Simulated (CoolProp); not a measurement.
Vapour-liquid equilibrium of fluoroethane (R161) (1) + R134a (2) at 289.6 K; x and y are mole fractions of (1).

Values from CoolProp's multi-fluid Helmholtz-energy mixture model, Wu 2012 and Tillner-Roth 1994; pair parameters Bell 2016.

```
x     bubble pressure (MPa)  y at the bubble point  dew pressure at overall composition x (MPa)  liquid density (mol/L)
----  ---------------------  ---------------------  -------------------------------------------  ----------------------
0.05                 0.5187                  0.061                                       0.5173                   12.27
0.15                 0.5341                  0.182                                       0.5298                   12.54
0.25                 0.5508                  0.299                                       0.5435                   12.81
0.35                 0.5691                  0.412                                       0.5588                   13.10
0.45                 0.5890                  0.521                                       0.5758                   13.39
0.55                 0.6106                  0.623                                       0.5949                   13.69
0.65                 0.6338                  0.720                                       0.6167                   14.00
0.75                 0.6586                  0.809                                       0.6419                   14.32
0.85                 0.6849                  0.891                                       0.6713                   14.65
0.95                 0.7125                  0.966                                       0.7064                   14.99
```

No azeotrope shows between x = 0.05 and 0.95.

Pair parameters are fitted to limited data, so mixtures are less certain than the pure fluids.
